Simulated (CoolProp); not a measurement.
The numbers come from the reference Helmholtz-energy equation of state, Zhou 2012 in CoolProp.

Question: For p-xylene, give the phase and the Z, cv (kJ/(kg K)), speed of sound (m/s), Joule-Thomson coefficient (K/MPa) at 620 K and 4.82 MPa; 620 K and 8.03 MPa.

Answer: 
- 620 K and 4.82 MPa: supercritical; Z 0.221, cv 2.34, speed of sound 202, Joule-Thomson coefficient 2.75
- 620 K and 8.03 MPa: supercritical; Z 0.322, cv 2.29, speed of sound 325, Joule-Thomson coefficient 0.847
